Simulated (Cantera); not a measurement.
Input: 1 mol C₆H₆, 0.024 mol CO₂, held at 10.0 mbar.

Method: chemical equilibrium by Gibbs-energy minimisation in Cantera with the NASA 1993 tables (ideal gas, pure condensed phases). Candidate condensed phases: C, C₆H₆, C₇H₈, C₈H₁₈, H₂O; 110 gas species. Kinetics and transport are ignored.

Over these rows the condensed part is C(graphite). Partial pressures as log10 of bar:

```json
[
 {"T (K)": "1275", "1000/T (1/K)": "0.7843", "log p C₂H₂ (acetylene)": "-8.42", "log p H₂": "-2.01", "log p CO": "-3.80"},
 {"T (K)": "1375", "1000/T (1/K)": "0.7273", "log p C₂H₂ (acetylene)": "-7.76", "log p H₂": "-2.01", "log p CO": "-3.80"},
 {"T (K)": "1475", "1000/T (1/K)": "0.6780", "log p C₂H₂ (acetylene)": "-7.18", "log p H₂": "-2.01", "log p CO": "-3.80"},
 {"T (K)": "1575", "1000/T (1/K)": "0.6349", "log p C₂H₂ (acetylene)": "-6.68", "log p H₂": "-2.01", "log p CO": "-3.80"},
 {"T (K)": "1675", "1000/T (1/K)": "0.5970", "log p C₂H₂ (acetylene)": "-6.24", "log p H₂": "-2.01", "log p CO": "-3.80"},
 {"T (K)": "1775", "1000/T (1/K)": "0.5634", "log p C₂H₂ (acetylene)": "?", "log p H₂": "-2.01", "log p CO": "-3.80"}
]
```

Problem. Fit log p(C₂H₂ (acetylene)) = a + b·(1000/T) to the five rows, give the apparent enthalpy, and predict the row at 1775 K.

Solution. Means: 1000/T = 0.6843, log p = -7.256. Sxy = -0.255702, Sxx = 0.0219503, so b = -11.65 and a = -7.256 − (-11.65)×0.6843 = 0.72.
Apparent enthalpy: −19.145 × (-11.65) = 223 kJ/mol. With the condensed phases at unit activity, 2 C(graphite) + H₂(g) = C₂H₂ (acetylene)(g) links this pressure to the main gases: over the six rows their terms move log p by +0.00 in all, so the slope is close to that reaction's ΔH°. The five rows lie within 0.01 of the line.
Prediction at 1775 K: 0.72 + (-11.65)×0.5634 = -5.84. The computed value is -5.85, 0.01 from the line.
